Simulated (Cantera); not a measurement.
An isothermal plug-flow reactor at 775 K and 1.00 bar (inlet), inlet velocity 1.1 m/s, active area per volume 3900 1/m; feed CH4 : O2 : N2 : H2O = 0.0039 : 0.013 : 0.79 : 0.027 (molar parts).

Cantera simulation using Deutschmann's 1995 Pt surface mechanism with GRI-Mech 3.0 gas chemistry; the numbers are that mechanism's predictions, not measurements. Catalytic surfaces can have several steady states; this one follows from the mechanism file's or the stated starting coverage. Mass transfer to the wall is taken as infinitely fast.

Predict: x(CH4) at z = 0.0057 m; x(O2) at z = 0.0057 m; x(H2O) at z = 0.0057 m; x(CO2) at z = 0.0057 m; x(CO) at z = 0.0057 m; θ(free Pt) at the exit; θ(O*) at the exit; θ(OH*) at the exit.


| Property | Result |
|---|---|
| x(CH4) at z = 0.0057 m | 0.00436 |
| x(O2) at z = 0.0057 m | 0.0150 |
| x(H2O) at z = 0.0057 m | 0.0330 |
| x(CO2) at z = 0.0057 m | 0.000318 |
| x(CO) at z = 0.0057 m | 6.32e-7 |
| θ(free Pt) at the exit | 0.0574 |
| θ(O*) at the exit | 0.937 |
| θ(OH*) at the exit | 0.00516 |
